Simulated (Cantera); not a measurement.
Input (Python, Cantera):

```python
import numpy as np
import cantera as ct

gas = ct.Solution("gri30.yaml")
gas.TPX = 1400, 130000, {'CO': 1, 'H2': 1.1, 'CH4': 0.22, 'O2': 2.26, 'N2': 8.49, 'CO2': 1.5}
reactor = ct.IdealGasReactor(gas, energy="on", clone=False)
net = ct.ReactorNet([reactor])
net.rtol, net.atol = 1e-08, 1e-16
show = ['CO', 'H2', 'CH4', 'O', 'OH', 'C2H6', 'CO2']
times = np.geomspace(1e-06, 3, 14)

steps = ct.SolutionArray(gas, extra=["t"])
rows = []
print(f"{'t/s':>10s}{'T/K':>9s}{'P/Pa':>11s}" + "".join(f"{s:>11s}" for s in show))
for t in times:
    while net.time < t:
        t_next = net.step()
        steps.append(gas.state, t=t_next)
    rows.append([np.interp(t, steps.t, y) for y in (steps.T, steps.P, *steps(*show).X.T)])
    print(f"{t:10.3e}{rows[-1][0]:9.1f}{rows[-1][1]:11.4g}" + "".join(f"{x:11.3e}" for x in rows[-1][2:]))
rate = np.gradient(steps.T, steps.t)
print("integrator steps:", len(steps.t))
if steps.T.max() > steps.T[0] + 200:
    print(f"time of steepest temperature rise: {steps.t[rate.argmax()]:.4e} s")
gas.TPX = 1400, 130000, {'CO': 1, 'H2': 1.1, 'CH4': 0.22, 'O2': 2.26, 'N2': 8.49, 'CO2': 1.5}
gas.equilibrate("UV")
print(f"equilibrium (UV): T = {gas.T:.1f} K  " + "  ".join(f"{s} {gas[s].X[0]:.3e}" for s in show))
```

It prints:

```
       t/s      T/K       P/Pa         CO         H2        CH4          O         OH       C2H6        CO2
 1.000e-06   1400.0    1.3e+05  6.863e-02  7.550e-02  1.510e-02  1.220e-08  7.815e-09  1.252e-15  1.030e-01
 3.149e-06   1400.0    1.3e+05  6.863e-02  7.550e-02  1.510e-02  6.156e-08  4.798e-08  3.295e-13  1.030e-01
 9.919e-06   1400.0    1.3e+05  6.863e-02  7.549e-02  1.509e-02  1.518e-06  1.230e-06  8.556e-10  1.030e-01
 3.124e-05   1767.5  1.643e+05  7.832e-02  2.293e-02  3.566e-04  1.256e-02  1.024e-02  1.831e-08  1.077e-01
 9.839e-05   2420.5  2.159e+05  4.300e-02  4.374e-03  4.754e-17  7.782e-03  1.451e-02  1.675e-31  1.514e-01
 3.099e-04   2606.0  2.295e+05  2.840e-02  2.646e-03  4.275e-17  4.207e-03  1.241e-02  3.093e-32  1.684e-01
 9.760e-04   2607.0  2.295e+05  2.795e-02  2.605e-03  4.271e-17  4.070e-03  1.223e-02  2.976e-32  1.689e-01
 3.074e-03   2600.6  2.289e+05  2.766e-02  2.585e-03  4.201e-17  3.889e-03  1.192e-02  2.883e-32  1.693e-01
 9.681e-03   2593.8  2.282e+05  2.735e-02  2.564e-03  4.125e-17  3.701e-03  1.160e-02  2.781e-32  1.697e-01
 3.049e-02   2592.7  2.281e+05  2.731e-02  2.561e-03  4.113e-17  3.672e-03  1.155e-02  2.765e-32  1.697e-01
 9.603e-02   2592.7  2.281e+05  2.731e-02  2.561e-03  4.113e-17  3.672e-03  1.155e-02  2.765e-32  1.697e-01
 3.024e-01   2592.7  2.281e+05  2.731e-02  2.561e-03  4.113e-17  3.672e-03  1.155e-02  2.765e-32  1.697e-01
 9.525e-01   2592.7  2.281e+05  2.731e-02  2.561e-03  4.113e-17  3.672e-03  1.155e-02  2.765e-32  1.697e-01
 3.000e+00   2592.7  2.281e+05  2.731e-02  2.561e-03  4.113e-17  3.672e-03  1.155e-02  2.765e-32  1.697e-01
integrator steps: 1587
time of steepest temperature rise: 2.9949e-05 s
equilibrium (UV): T = 2592.7 K  CO 2.731e-02  H2 2.561e-03  CH4 5.804e-17  O 3.672e-03  OH 1.155e-02  C2H6 4.891e-32  CO2 1.697e-01
```

Model: GRI-Mech 3.0 (53 species, 325 reactions), integrated in Cantera.
